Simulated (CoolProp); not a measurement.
Vapour-liquid equilibrium of hydrogen sulfide (1) + n-pentane (2) at 801 kPa; x and y are mole fractions of (1).

Values from CoolProp's multi-fluid Helmholtz-energy mixture model, Lemmon 2006 and Thol 2019; pair parameters Kunz 2012.

```csv
x,bubble temperature (°C),y at the bubble point,dew temperature at overall composition x (°C),liquid density (mol/L)
0.05,94.5,0.335,111.2,7.737
0.2,42.9,0.849,102.8,9.426
0.35,17.9,0.945,93.5,10.97
0.5,7.4,0.969,82.9,12.66
0.65,2.1,0.979,69.6,14.82
0.8,-2.1,0.987,51.2,17.89
0.95,-6.7,0.996,16.0,22.71
```

No azeotrope shows between x = 0.05 and 0.95.

Pair parameters are fitted to limited data, so mixtures are less certain than the pure fluids. The gap from Raoult's law changes sign with composition, which may be real or a fault of the pair parameters; it wasn't checked against measurements.
